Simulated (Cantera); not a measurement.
A perfectly stirred reactor is fed with 7.55 % C₂H₄, 18.9 % O₂, 70.9 % N₂, 2.64 % H₂O, equivalence ratio 1.2, at 1.00 bar; it is adiabatic with a 425 K inlet, and is followed from long to short residence time, starting on the burning branch (τ in s: 0.2, 0.067, 0.023, 0.0078, 0.0026, 0.0009, 0.00031, 0.0001, 3.6e-05, 1.2e-05, 4.1e-06).

Computed with Cantera and GRI-Mech 3.0 (53 species, 325 reactions). GRI-Mech 3.0 was tuned for natural gas; its chemistry of ethylene as a main component is partial and can be far from experiment.

x: mole fraction; the columns are a selection and need not sum to one.

```
τ (s)    T (K)    x C₂H₄     x O₂   x H₂O    x CH₄     x CH₃    x CH₂O    x CH₂
-------  -----  --------  -------  ------  -------  --------  --------  -------
0.20      2380   5.10e-7  0.00106   0.150  1.57e-7   3.64e-7   1.30e-7  8.77e-8
0.067     2370   1.35e-6  0.00141   0.149  3.19e-7   8.43e-7   3.21e-7  2.28e-7
0.023     2348   3.25e-6  0.00213   0.147  5.07e-7   1.65e-6   6.85e-7  5.24e-7
0.0078    2309   7.45e-6  0.00348   0.144  7.06e-7   2.95e-6   1.34e-6  1.10e-6
0.0026    2250         …        …   0.140        …         …         …        …
0.00090   2179         …        …   0.136        …         …         …        …
0.00031   2102  0.000103   0.0113   0.131  4.17e-6   2.51e-5   1.11e-5  8.81e-6
0.00010   2016  0.000330   0.0167   0.128  1.40e-5   7.24e-5   3.14e-5  2.18e-5
3.6e-5    1867   0.00152   0.0320   0.125  8.85e-5  0.000276  0.000121  5.90e-5
1.2e-5     425    0.0755    0.189  0.0264   <1e-12    <1e-12    <1e-12   <1e-12
4.1e-6     425    0.0755    0.189  0.0264   <1e-12    <1e-12    <1e-12   <1e-12
```

Q: Complete the blanks.

A: 
- 0.0026, x C₂H₄: 1.71e-5
- 0.0026, x O₂: 0.00559
- 0.0026, x CH₄: 1.03e-6
- 0.0026, x CH₃: 5.44e-6
- 0.0026, x CH₂O: 2.55e-6
- 0.0026, x CH₂: 2.19e-6
- 0.00090, x C₂H₄: 4.00e-5
- 0.00090, x O₂: 0.00819
- 0.00090, x CH₄: 1.81e-6
- 0.00090, x CH₃: 1.09e-5
- 0.00090, x CH₂O: 5.00e-6
- 0.00090, x CH₂: 4.24e-6
